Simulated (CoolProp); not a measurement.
Dimethyl carbonate along the isotherm 138.75 °C: Z from the reference equation and from simpler models built on Tc = 283.9 °C, pc = 4909 kPa, ω = 0.346; each cubic takes its own stable root.

The numbers come from the reference Helmholtz-energy equation of state, Zhou 2011 in CoolProp.

| p (kPa) | phase | reference |
|---|---|---|
| 38.8 | gas | 0.9928 |
| 58.5 | gas | 0.9891 |
| 88.3 | gas | 0.9835 |
| 133 | gas | 0.9749 |
| 201 | gas | 0.9616 |
| 303 | gas | 0.9409 |
| 457 | liquid | 0.01334 |
| 690 | liquid | 0.02013 |
| 1040 | liquid | 0.03031 |
| 1570 | liquid | 0.04569 |
| 2370 | liquid | 0.06884 |
| 3570 | liquid | 0.1034 |
| 5390 | liquid | 0.1554 |
| 8130 | liquid | 0.2330 |
| 12300 | liquid | 0.3495 |

How far does each simpler model (van der Waals, Redlich-Kwong, Soave-Redlich-Kwong, Peng-Robinson) lie from the reference over these 15 states: mean and median of the absolute difference, and the worst?


- van der Waals: mean 965.3 %, median 64.3 %, worst +6951.7 % at 138.75 °C and 457 kPa
- Redlich-Kwong: mean 463.4 %, median 16.5 %, worst +6805.5 % at 138.75 °C and 457 kPa
- Soave-Redlich-Kwong: mean 7.1 %, median 11.3 %, worst +12.4 % at 138.75 °C and 457 kPa
- Peng-Robinson: mean 0.7 %, median 0.8 %, worst -1.7 % at 138.75 °C and 12300 kPa

At some of these states van der Waals, Redlich-Kwong gives the other phase, because its saturation line lies elsewhere.
